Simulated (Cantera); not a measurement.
A perfectly stirred reactor is fed with H₂ : O₂ : N₂ = 1.5 : 1 : 1 (molar parts), at 0.130 bar; it is held at 1173 K, and followed from long to short residence time.

Cantera simulation using GRI-Mech 3.0 (53 species, 325 reactions); the numbers are that mechanism's predictions, not measurements. The temperature is held fixed by assumption; the heat of reaction is taken as removed at once.

One state of this run: x H₂ = 0.00586; x O₂ = 0.0929; x H₂O = 0.535; x OH = 0.00163; x O = 0.000874; x N₂O = 3.05e-8. x: mole fraction; the columns are a selection and need not sum to one.

Question: Which value of τ (s) does it belong to?
(A) 0.00016
(B) 0.60
(C) 0.00064
(D) 0.039

Answer: D, 0.039
